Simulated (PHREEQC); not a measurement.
Solution (25 °C): 0.17 mol/kgw HF, 0.00027 mol/kgw KF and 0.0013 mol/kgw (NH4)2SiF6. Closed to the air; pH follows from the charge balance.

Equilibrium calculation in PHREEQC: ion-association model, phreeqc.dat.

Task: The ionic strength comes out as 0.0183 mol/kgw. What activity coefficients do NH4+, F-, SiF6-2, H+, K+ get?

Result: NH4+ 0.87, F- 0.87, SiF6-2 0.59, H+ 0.89, K+ 0.87.

This is a speciation only: nothing precipitates in the calculation. Complexes and solids missing from the database can't appear. SiF6-2 is the database's only silicon fluoride.
